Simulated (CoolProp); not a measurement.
Vapour-liquid equilibrium of octamethyltrisiloxane (MDM) (1) + octamethylcyclotetrasiloxane (D4) (2) at 316 K; x and y are mole fractions of (1).

The numbers come from the multi-fluid Helmholtz-energy mixture model, Thol 2017 and Thol 2015; pair parameters Bell 2016 in CoolProp.

```json
[
 {"x": "0.05", "bubble pressure, mixture model (MPa)": "0.0005209", "bubble pressure, Raoult's law (MPa)": "0.0005120", "y, mixture model": "0.158", "y, Raoult's law": "0.144"},
 {"x": "0.2", "bubble pressure, mixture model (MPa)": "0.0006837", "bubble pressure, Raoult's law (MPa)": "0.0006645", "y, mixture model": "0.455", "y, Raoult's law": "0.445"},
 {"x": "0.35", "bubble pressure, mixture model (MPa)": "0.0008330", "bubble pressure, Raoult's law (MPa)": "0.0008169", "y, mixture model": "0.632", "y, Raoult's law": "0.633"},
 {"x": "0.5", "bubble pressure, mixture model (MPa)": "0.0009783", "bubble pressure, Raoult's law (MPa)": "0.0009694", "y, mixture model": "0.756", "y, Raoult's law": "0.762"},
 {"x": "0.65", "bubble pressure, mixture model (MPa)": "0.001125", "bubble pressure, Raoult's law (MPa)": "0.001122", "y, mixture model": "0.850", "y, Raoult's law": "0.856"},
 {"x": "0.8", "bubble pressure, mixture model (MPa)": "0.001275", "bubble pressure, Raoult's law (MPa)": "0.001274", "y, mixture model": "0.925", "y, Raoult's law": "0.928"},
 {"x": "0.95", "bubble pressure, mixture model (MPa)": "0.001427", "bubble pressure, Raoult's law (MPa)": "0.001427", "y, mixture model": "0.983", "y, Raoult's law": "0.984"}
]
```

The largest gap from Raoult's law is +2.9 % in bubble pressure, at x = 0.2. No azeotrope shows between x = 0.05 and 0.95.

Pair parameters are fitted to limited data, so mixtures are less certain than the pure fluids.
